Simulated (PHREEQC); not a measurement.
Dissolve 0.0032 mol/kgw HNO3, 2.4e-05 mol/kgw H4SiO4 and 2.6e-05 mol/kgw CO2 at 25 °C. Closed to the air; pH follows from the charge balance.

Model: ion-association model, phreeqc.dat, run in PHREEQC.

No solid was allowed to form.

Task: What pH does the model give?

Result: pH 2.52.

Species that the database lacks are ignored.
